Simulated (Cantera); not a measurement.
An isothermal, constant-pressure homogeneous reactor starts with 1.09 % CH4, 98.7 % H2, 0.207 % N2, at 1875 K and 128 Torr.

Detailed kinetics in Cantera: GRI-Mech 3.0 (53 species, 325 reactions). GRI-Mech 3.0 stops at C3 and has no aromatics, soot or wall deposition, so with more carbon than oxygen in the feed, carbon stays in small species such as C2H2 where larger ones or solid carbon would form.

Predict: x(CH4) at 30.0 s; x(H2) at 30.0 s; x(C2H) at 30.0 s; x(C2H6) at 30.0 s; x(H) at 30.0 s.


```json
{
 "x(CH4) at 30.0 s": "0.000407 (gas-phase equilibrium 0.000376)",
 "x(H2) at 30.0 s": "0.991 (gas-phase equilibrium 0.991)",
 "x(C2H) at 30.0 s": "9.82e-8 (gas-phase equilibrium 8.39e-8)",
 "x(C2H6) at 30.0 s": "1.83e-9 (gas-phase equilibrium 1.56e-9)",
 "x(H) at 30.0 s": "0.00159 (gas-phase equilibrium 0.00159)"
}
```
